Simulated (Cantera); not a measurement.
Charge: 1 mol CH₃Cl, 1.8 mol CH₄, 0.1 mol Si, at 65.0 Pa.

Method: chemical equilibrium by Gibbs-energy minimisation in Cantera with the NASA 1993 tables (ideal gas, pure condensed phases). Candidate condensed phases: C, C₆H₆, C₇H₈, C₈H₁₈, Si, SiC; 109 gas species. Rates play no part.

Problem. Which condensed phases are stable at each of these points (T (K)): 2173, 2273, 2373, 2473, 2573, 2673, 2773, 2873, 2973, 3073, 3173, 3273?

Solution. 
| T (K) | condensed phases | Si condensed (%) |
|---|---|---|
| 2173 | C(graphite) | 0.0 |
| 2273 | C(graphite) | 0.0 |
| 2373 | C(graphite) | 0.0 |
| 2473 | C(graphite) | 0.0 |
| 2573 | C(graphite) | 0.0 |
| 2673 | C(graphite) | 0.0 |
| 2773 | C(graphite) | 0.0 |
| 2873 | gas only | 0.0 |
| 2973 | gas only | 0.0 |
| 3073 | gas only | 0.0 |
| 3173 | gas only | 0.0 |
| 3273 | gas only | 0.0 |

From 2173 K to 2773 K the condensed part is C(graphite). From 2873 K to 3273 K nothing is condensed.
